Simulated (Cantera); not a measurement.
An adiabatic, constant-volume homogeneous reactor starts with CH3OH : O2 : N2 = 1 : 0.625 : 2.3 (molar parts), equivalence ratio 2.4, at 1475 K and 0.247 atm.

Model: GRI-Mech 3.0 (53 species, 325 reactions), integrated in Cantera. GRI-Mech 3.0 was tuned for natural gas; its chemistry of methanol as a main component is partial and can be far from experiment.

Problem. Predict: time of steepest temperature rise; temperature at 1.00 s; equilibrium temperature; x(O2) at 1.00 s; x(H2) at 1.00 s; x(N2O) at 1.00 s; x(O) at 1.00 s; x(CO2) at 1.00 s.

Solution. 
- time of steepest temperature rise: 0.730 ms
- temperature at 1.00 s: 2624 K
- equilibrium temperature: 2624 K
- x(O2) at 1.00 s: 0.000268 (gas-phase equilibrium 0.000268)
- x(H2) at 1.00 s: 0.162 (gas-phase equilibrium 0.162)
- x(N2O) at 1.00 s: 2.39e-8 (gas-phase equilibrium 2.39e-8)
- x(O) at 1.00 s: 0.000548 (gas-phase equilibrium 0.000548)
- x(CO2) at 1.00 s: 0.0289 (gas-phase equilibrium 0.0289)
